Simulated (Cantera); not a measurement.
Charge: 1 mol Si₃H₈, 1.5 mol HCl, 4.1 mol N₂, at 1330 Pa.

These are equilibrium values from Cantera (NASA tables, ideal gas, pure condensed phases), not measurements of a reactor. Candidate condensed phases: NH₄Cl, Si, Si₃N₄; 28 gas species. The feed counts by its element totals alone. N₂ is the only nitrogen source here; it is nearly inert below about 1500 K, so the nitride shown seldom forms there in practice. The numbers say what is thermodynamically allowed, not how fast it happens. All values below are at 577 °C.

Base state: H₂ 0.530, N₂ 0.278, HCl 0.191, SiCl₄ 0.00163 (mole fractions); condensed: Si₃N₄(s).

### Question
What changes in the equilibrium state with this change: N₂ from 4.1 to 280 mol?

### Answer
```csv
species,before,after
N₂,0.278,0.981
H₂,0.530,0.0141
HCl,0.191,0.00529
SiCl₄,0.00163,5.85e-7
"Si₃N₄(s), mol",0.996,1.000
```

### Question
What changes in the equilibrium state with this change: HCl from 1.5 to 0.17 mol?

### Answer
```json
[
 {"species": "H₂", "before": "0.530", "after": "0.638"},
 {"species": "N₂", "before": "0.278", "after": "0.335"},
 {"species": "HCl", "before": "0.191", "after": "0.0271"},
 {"species": "SiCl₄", "before": "0.00163", "after": "4.05e-7"},
 {"species": "Si₃N₄(s), mol", "before": "0.996", "after": "1.000"}
]
```
